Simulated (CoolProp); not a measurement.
Vapour pressure (MPa) of isohexane: the reference equation beside estimates from Tc = 497.7 K, pc = 3.043 MPa, ω = 0.280. Clausius-Clapeyron is anchored at 318.4 K with a constant enthalpy of vaporisation of 28.76 kJ/mol.

Values from CoolProp's reference Helmholtz-energy equation of state, Lemmon 2006. It is a short technical equation, of lower accuracy than the large ones.

```json
[
 {"T (K)": "315.1", "reference": "0.05446", "Clausius-Clapeyron": "0.05471", "van der Waals": "0.3579", "Redlich-Kwong": "?", "Soave-Redlich-Kwong": "0.05394", "Peng-Robinson": "0.05460"},
 {"T (K)": "318.4", "reference": "0.06130", "Clausius-Clapeyron": "0.06130", "van der Waals": "0.3791", "Redlich-Kwong": "0.1185", "Soave-Redlich-Kwong": "0.06078", "Peng-Robinson": "0.06140"},
 {"T (K)": "321.8", "reference": "0.06905", "Clausius-Clapeyron": "0.06876", "van der Waals": "0.4016", "Redlich-Kwong": "?", "Soave-Redlich-Kwong": "0.06853", "Peng-Robinson": "0.06910"},
 {"T (K)": "325.1", "reference": "0.07728", "Clausius-Clapeyron": "0.07668", "van der Waals": "0.4244", "Redlich-Kwong": "0.1442", "Soave-Redlich-Kwong": "0.07678", "Peng-Robinson": "0.07729"},
 {"T (K)": "328.4", "reference": "0.08628", "Clausius-Clapeyron": "0.08533", "van der Waals": "0.4480", "Redlich-Kwong": "0.1583", "Soave-Redlich-Kwong": "0.08580", "Peng-Robinson": "0.08623"},
 {"T (K)": "331.8", "reference": "0.09638", "Clausius-Clapeyron": "0.09506", "van der Waals": "?", "Redlich-Kwong": "0.1738", "Soave-Redlich-Kwong": "0.09595", "Peng-Robinson": "0.09627"},
 {"T (K)": "335.1", "reference": "0.1071", "Clausius-Clapeyron": "0.1053", "van der Waals": "0.4987", "Redlich-Kwong": "0.1899", "Soave-Redlich-Kwong": "0.1067", "Peng-Robinson": "0.1069"},
 {"T (K)": "338.4", "reference": "?", "Clausius-Clapeyron": "?", "van der Waals": "?", "Redlich-Kwong": "0.2071", "Soave-Redlich-Kwong": "0.1183", "Peng-Robinson": "0.1184"},
 {"T (K)": "341.8", "reference": "0.1315", "Clausius-Clapeyron": "0.1290", "van der Waals": "0.5529", "Redlich-Kwong": "0.2260", "Soave-Redlich-Kwong": "0.1313", "Peng-Robinson": "0.1312"},
 {"T (K)": "345.1", "reference": "0.1451", "Clausius-Clapeyron": "0.1421", "van der Waals": "0.5810", "Redlich-Kwong": "0.2454", "Soave-Redlich-Kwong": "0.1450", "Peng-Robinson": "0.1447"},
 {"T (K)": "348.4", "reference": "0.1597", "Clausius-Clapeyron": "0.1562", "van der Waals": "0.6100", "Redlich-Kwong": "0.2661", "Soave-Redlich-Kwong": "0.1597", "Peng-Robinson": "0.1592"}
]
```

Task: What belongs in the gaps?

Result: 
- 315.1, Redlich-Kwong: 0.1072
- 321.8, Redlich-Kwong: 0.1311
- 331.8, van der Waals: 0.4733
- 338.4, reference: 0.1186
- 338.4, Clausius-Clapeyron: 0.1165
- 338.4, van der Waals: 0.5249

Absolute difference from the reference over all 11 rows, mean and median: Clausius-Clapeyron 1.2 and 1.4 %, van der Waals 402.5 and 391.1 %, Redlich-Kwong 80.9 and 80.3 %, Soave-Redlich-Kwong 0.5 and 0.4 %, Peng-Robinson 0.2 and 0.2 %.
